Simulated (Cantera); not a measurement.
Feed: 1 mol Ca(OH)2, 9.7 mol H2O, 0.41 mol CO2, held at 10.0 mbar.

Method: chemical equilibrium by Gibbs-energy minimisation in Cantera with the NASA 1993 tables (ideal gas, pure condensed phases). Candidate condensed phases: C, C6H6, C7H8, C8H18, Ca, CaCO3, CaO, Ca(OH)2, H2O; 115 gas species. The numbers say what is thermodynamically allowed, not how fast it happens.

Question: Which condensed phases are stable at each of these points (T (K)): 623, 723, 823, 923, 1023, 1123, 1223, 1323, 1423, 1523, 1623, 1723, 1823?

Answer: 
```tsv
T (K)	condensed phases	Ca condensed (%)
623	CaCO3(calcite) + CaO(s)	100.0
723	CaCO3(calcite) + CaO(s)	100.0
823	CaO(s)	100.0
923	CaO(s)	100.0
1023	CaO(s)	100.0
1123	CaO(s)	100.0
1223	CaO(s)	100.0
1323	CaO(s)	100.0
1423	CaO(s)	100.0
1523	CaO(s)	100.0
1623	CaO(s)	100.0
1723	CaO(s)	100.0
1823	CaO(s)	100.0
```

From 623 K to 723 K the condensed part is CaCO3(calcite) + CaO(s). From 823 K to 1823 K the condensed part is CaO(s).
